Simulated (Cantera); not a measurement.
Ignition delay

Mixture: CH4 : O2 : N2 : H2 = 1 : 1.05 : 3.96 : 0.018 (molar parts), equivalence ratio 1.9, at 750 Torr, adiabatic and at constant pressure. Ignition delay is the time to a rise of 400 K.

Cantera simulation using GRI-Mech 3.0 (53 species, 325 reactions); the numbers are that mechanism's predictions, not measurements.

```
T0 (K)  delay (ms)
------  ----------
1250          27.6
1300          14.5
1350          7.79
1400          4.30
1450          2.44
1500          1.43
```

```json
{
  "apparent activation energy between 1400 and 1500 K": "190 kJ/mol"
}
```
